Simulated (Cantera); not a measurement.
**Reactions in the system Cr-N-O**

Source: NASA polynomial tables (part measured, part estimated), evaluated in Cantera. Values are per mole of reaction as written; species without (g) are pure solids or liquids, kept so even where they would boil at 1 bar.

6 Cr + 3 NO(g) → 3 Cr2N + O3(g)

```json
[
 {"T (K)": "575", "ΔH° (kJ)": "-502.5", "ΔS° (J/K)": "-326.4", "ΔG° (kJ)": "-314.8", "log10 K": "28.60"},
 {"T (K)": "625", "ΔH° (kJ)": "-501.0", "ΔS° (J/K)": "-324.0", "ΔG° (kJ)": "-298.5", "log10 K": "24.95"},
 {"T (K)": "675", "ΔH° (kJ)": "-499.5", "ΔS° (J/K)": "-321.6", "ΔG° (kJ)": "-282.4", "log10 K": "21.85"},
 {"T (K)": "725", "ΔH° (kJ)": "-497.9", "ΔS° (J/K)": "-319.3", "ΔG° (kJ)": "-266.4", "log10 K": "19.19"},
 {"T (K)": "775", "ΔH° (kJ)": "-496.3", "ΔS° (J/K)": "-317.2", "ΔG° (kJ)": "-250.5", "log10 K": "16.88"},
 {"T (K)": "825", "ΔH° (kJ)": "-494.6", "ΔS° (J/K)": "-315.1", "ΔG° (kJ)": "-234.7", "log10 K": "14.86"},
 {"T (K)": "875", "ΔH° (kJ)": "-492.9", "ΔS° (J/K)": "-313.1", "ΔG° (kJ)": "-219.0", "log10 K": "13.07"},
 {"T (K)": "925", "ΔH° (kJ)": "-491.2", "ΔS° (J/K)": "-311.2", "ΔG° (kJ)": "-203.3", "log10 K": "11.48"},
 {"T (K)": "975", "ΔH° (kJ)": "-489.4", "ΔS° (J/K)": "-309.3", "ΔG° (kJ)": "-187.8", "log10 K": "10.06"},
 {"T (K)": "1025", "ΔH° (kJ)": "-487.7", "ΔS° (J/K)": "-307.6", "ΔG° (kJ)": "-172.4", "log10 K": "8.79"}
]
```
